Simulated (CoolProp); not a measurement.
Model: reference Helmholtz-energy equation of state, Akasaka 2023, in CoolProp.

Question: Give the vapour pressure (kPa), liquid density (kg/m³), enthalpy of vaporisation (kJ/kg), vapour Z of saturated R1224YDZ at 290.7, 305.8 K.

Answer: 
```
T (K)  p (kPa)  liquid density (kg/m³)  enthalpy of vaporisation (kJ/kg)  vapour Z
-----  -------  ----------------------  --------------------------------  --------
290.7      112                    1380                               168     0.948
305.8      192                    1340                               161     0.926
```
